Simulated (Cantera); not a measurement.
An isothermal, constant-pressure homogeneous reactor starts with NO : N2 = 1 : 17 (molar parts), at 2050 K and 0.0484 atm. Integrator tolerance rtol = 1e-08.

Cantera simulation using GRI-Mech 3.0 (53 species, 325 reactions); the numbers are that mechanism's predictions, not measurements. Radical loss at walls, strong at low pressure, is not modelled.

What does this change do: pressure from 0.0484 atm to 0.286 atm?


| quantity | before | after |
|---|---|---|
| x(NO) at 3.00 s | 0.0482 (gas-phase equilibrium 0.00341) | 0.0307 (gas-phase equilibrium 0.00343) |
| x(N2O) at 3.00 s | 1.04e-6 (gas-phase equilibrium 4.70e-8) | 5.08e-7 (gas-phase equilibrium 1.15e-7) |
| x(N2) at 3.00 s | 0.948 (gas-phase equilibrium 0.970) | 0.957 (gas-phase equilibrium 0.970) |
| x(O2) at 3.00 s | 0.00351 (gas-phase equilibrium 0.0257) | 0.0123 (gas-phase equilibrium 0.0259) |
| x(O) at 3.00 s | 0.000297 (gas-phase equilibrium 0.000709) | 0.000207 (gas-phase equilibrium 0.000293) |
